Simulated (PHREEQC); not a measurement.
A solution holds 0.093 mol/kgw Cu(NO3)2, 0.11 mol/kgw HBF4 and 0.06 mol/kgw H3BO3, at 25 °C. Closed to the air; pH follows from the charge balance.

All values are PHREEQC results (ion-association model, wateq4f.dat), not measurements.

```csv
quantity,before,after
pH,1.07,0.77
ionic strength (mol/kgw),0.389,0.499
H3BO3 (mol/kgw),0.0597,0.0596
HF (mol/kgw),0.00623,0.00843
BF3OH- (mol/kgw),0.00555,0.00810
SI of CuF2:2H2O (CuF2:2H2O),-5.61,-5.95
SI of Tenorite (CuO),-7.09,-7.71
```

Q: Name the change that produced these shifts.
(A) HBF4 replaced by NaBF4 at the same molality
(B) H3BO3 from 0.06 to 0.6 mol/kgw
(C) H3BO3 from 0.06 to 0.09 mol/kgw
(D) HBF4 from 0.11 to 0.22 mol/kgw

A: D, HBF4 from 0.11 to 0.22 mol/kgw

Precipitation was switched off in this run. Real BF4- forms and hydrolyses slowly; the run takes it at equilibrium.
